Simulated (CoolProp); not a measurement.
Sulfur hexafluoride along the isobar 1.39 MPa: Z from the reference equation and from simpler models built on Tc = 318.7 K, pc = 3.755 MPa, ω = 0.210; each cubic takes its own stable root.

The numbers come from the reference Helmholtz-energy equation of state, Guder 2009 in CoolProp.

| T (K) | phase | reference |
|---|---|---|
| 262.6 | liquid | 0.05689 |
| 282.1 | gas | 0.7707 |
| 301.5 | gas | 0.8286 |
| 321 | gas | 0.8666 |
| 340.4 | gas | 0.8936 |
| 359.9 | gas | 0.9139 |
| 379.3 | gas | 0.9295 |
| 398.8 | gas | 0.9419 |
| 418.3 | gas | 0.9519 |
| 437.7 | gas | 0.9600 |

Question: How far does each simpler model (van der Waals, Soave-Redlich-Kwong, Peng-Robinson) lie from the reference over these 10 states: mean and median of the absolute difference, and the worst?

Answer: 
- van der Waals: mean 129.4 %, median 1.0 %, worst +1277.4 % at 262.6 K and 1.39 MPa
- Soave-Redlich-Kwong: mean 0.9 %, median 0.1 %, worst +7.6 % at 262.6 K and 1.39 MPa
- Peng-Robinson: mean 1.7 %, median 1.3 %, worst -5.2 % at 262.6 K and 1.39 MPa

At some of these states van der Waals gives the other phase, because its saturation line lies elsewhere.
